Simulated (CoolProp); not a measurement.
Vapour-liquid equilibrium of ethylene (1) + isobutane (2) at 1.06 bar; x and y are mole fractions of (1).

The numbers come from the multi-fluid Helmholtz-energy mixture model, Smukala 2000 and Bücker 2006; pair parameters Bell 2016 in CoolProp.

```tsv
x	bubble temperature, mixture model (K)	bubble temperature, Raoult's law (K)	y, mixture model	y, Raoult's law
0.05	240.6	234.8	[?]	0.720
0.2	207.1	202.9	0.950	0.965
0.35	[?]	190.3	[?]	0.989
0.5	184.2	182.9	0.995	0.995
0.65	178.5	177.9	0.998	0.998
0.8	[?]	174.1	0.999	0.999
0.95	[?]	171.0	1.000	1.000
```

Task: Complete the blanks.

Result: 
- 0.05, y, mixture model: 0.619
- 0.35, bubble temperature, mixture model (K): 192.7
- 0.35, y, mixture model: 0.986
- 0.8, bubble temperature, mixture model (K): 174.3
- 0.95, bubble temperature, mixture model (K): 171.1

The largest gap from Raoult's law is +5.8 K in bubble temperature, at x = 0.05. No azeotrope shows between x = 0.05 and 0.95.

Pair parameters are fitted to limited data, so mixtures are less certain than the pure fluids.
